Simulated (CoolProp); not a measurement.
Properties of vinyl chloride along the isobar 21.2 bar (Tc = 425.0 K, pc = 56.00 bar, ω = 0.160).

Model: reference Helmholtz-energy equation of state, Thol 2022, in CoolProp.

```json
[
 {"T (K)": "350.6", "phase": "liquid", "cp (kJ/(kg K))": "1.704", "Joule-Thomson coefficient (K/MPa)": "…"},
 {"T (K)": "359", "phase": "liquid", "cp (kJ/(kg K))": "1.765", "Joule-Thomson coefficient (K/MPa)": "0.1773"},
 {"T (K)": "367.5", "phase": "liquid", "cp (kJ/(kg K))": "1.849", "Joule-Thomson coefficient (K/MPa)": "0.3357"},
 {"T (K)": "375.9", "phase": "gas", "cp (kJ/(kg K))": "1.355", "Joule-Thomson coefficient (K/MPa)": "18.28"},
 {"T (K)": "384.4", "phase": "gas", "cp (kJ/(kg K))": "1.312", "Joule-Thomson coefficient (K/MPa)": "16.63"},
 {"T (K)": "392.8", "phase": "gas", "cp (kJ/(kg K))": "…", "Joule-Thomson coefficient (K/MPa)": "15.26"},
 {"T (K)": "401.3", "phase": "gas", "cp (kJ/(kg K))": "1.264", "Joule-Thomson coefficient (K/MPa)": "14.07"},
 {"T (K)": "409.7", "phase": "gas", "cp (kJ/(kg K))": "1.252", "Joule-Thomson coefficient (K/MPa)": "…"},
 {"T (K)": "418.2", "phase": "gas", "cp (kJ/(kg K))": "…", "Joule-Thomson coefficient (K/MPa)": "12.14"}
]
```

**Question.** Some entries are withheld; supply them.

**Answer.** 
- 350.6, Joule-Thomson coefficient (K/MPa): 0.06251
- 392.8, cp (kJ/(kg K)): 1.284
- 409.7, Joule-Thomson coefficient (K/MPa): 13.05
- 418.2, cp (kJ/(kg K)): 1.244
